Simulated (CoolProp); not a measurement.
n-nonane at 241.27 K and 1.01 MPa flows at 0.21 m/s in a round tube of 1 mm bore and 0.25 µm roughness, fully developed (64/Re and Nu = 3.66 if laminar; Colebrook and Gnielinski if turbulent). Each further row changes one setting.

Computed with CoolProp (reference Helmholtz-energy equation of state, Lemmon 2006). It is a short technical equation, of lower accuracy than the large ones.

```csv
case,Reynolds number,Darcy friction factor,pressure drop (Pa/m),heat-transfer coefficient (W/(m² K)),mass flow (kg/h)
as stated,…,0.753,…,531,…
velocity 0.42 m/s,170,0.376,…,531,…
diameter 2 mm,170,0.376,…,…,…
```

Task: Complete the blanks.

Result: 
- as stated, Reynolds number: 85.0
- as stated, pressure drop (Pa/m): 12600
- as stated, mass flow (kg/h): 0.451
- velocity 0.42 m/s, pressure drop (Pa/m): 25200
- velocity 0.42 m/s, mass flow (kg/h): 0.902
- diameter 2 mm, pressure drop (Pa/m): 3150
- diameter 2 mm, heat-transfer coefficient (W/(m² K)): 266
- diameter 2 mm, mass flow (kg/h): 1.80

Viscosity comes from a separate model (Huber 2004). Thermal conductivity comes from a separate model (Huber 2005).
